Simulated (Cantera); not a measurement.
A perfectly stirred reactor is fed with CO : H2 : O2 : N2 = 1 : 0.056 : 0.8 : 3.01 (molar parts), equivalence ratio 0.66, at 0.330 bar; it is adiabatic with a 650 K inlet, and is followed from long to short residence time, starting on the burning branch (τ in s: 0.055, 0.024, 0.011, 0.0049, 0.0022, 0.00099, 0.00045, 0.0002, 9e-05, 4e-05).

Detailed kinetics in Cantera: GRI-Mech 3.0 (53 species, 325 reactions).

Problem. What does this change do: pressure from 0.330 bar to 2.60 bar?

Solution. 
| quantity | before | after |
|---|---|---|
| blow-out, bracketed by the residence times tried | burning at 0.990 ms, out at 0.450 ms | burning at 90.0 µs, out at 40.0 µs |
| x(CO) at τ = 55.0 ms | 0.0364 | 0.00875 |
| x(H2) at τ = 55.0 ms | 0.000397 | 8.29e-5 |
| x(O2) at τ = 55.0 ms | 0.0751 | 0.0637 |
| x(H2O) at τ = 55.0 ms | 0.0100 | 0.0119 |
| x(H) at τ = 55.0 ms | 0.00117 | 7.43e-5 |
| x(CO) at τ = 0.990 ms | 0.0999 | 0.0400 |
| x(H2) at τ = 0.990 ms | 0.000821 | 0.000395 |
| x(O2) at τ = 0.990 ms | 0.0993 | 0.0773 |
| x(H2O) at τ = 0.990 ms | 0.00548 | 0.0101 |
| x(H) at τ = 0.990 ms | 0.00981 | 0.00113 |
The hydrogen kinetics of GRI-Mech 3.0 are dated; newer H2 mechanisms differ, most at raised pressure.
